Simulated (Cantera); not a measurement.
Input: 1 mol Fe(CO)5, 9.8 mol CO, 0.3 mol H2, at 0.130 bar.

Method: chemical equilibrium by Gibbs-energy minimisation in Cantera with the NASA 1993 tables (ideal gas, pure condensed phases). Candidate condensed phases: C, C6H6, C7H8, C8H18, Fe, Fe(CO)5, FeO, Fe(OH)2, Fe(OH)3, Fe2O3, Fe3O4, H2O; 114 gas species. Condensed phases not in the tables: cementite and carbon dissolved in iron. Rates play no part.

Task: At 702 °C, list the 4 most abundant gas species with their mole fractions, and the condensed phases.

Result: CO 0.881, CO2 0.0970, H2 0.0204, H2O 0.00140. Condensed: C(graphite) + Fe(α).
